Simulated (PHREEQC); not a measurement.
Consider water at 20 °C with 0.018 mol H3BO3 and 0.83 mol Na2SO4 per kg of water. Closed to the air; pH follows from the charge balance.

All values are PHREEQC results (ion-association model, phreeqc.dat), not measurements.

No solid was allowed to form.

Problem. Predict the pH, ionic strength, density.

Solution. pH 5.81; ionic strength 1.68 mol/kgw; density 1.096 g/cm³.

Problem. In which forms is S present?

Solution. SO4-2 51 %, NaSO4- 49 % of the S.

Caution: at this ionic strength the ion-association model is outside its range; a Pitzer model would be the better tool where its parameters exist.
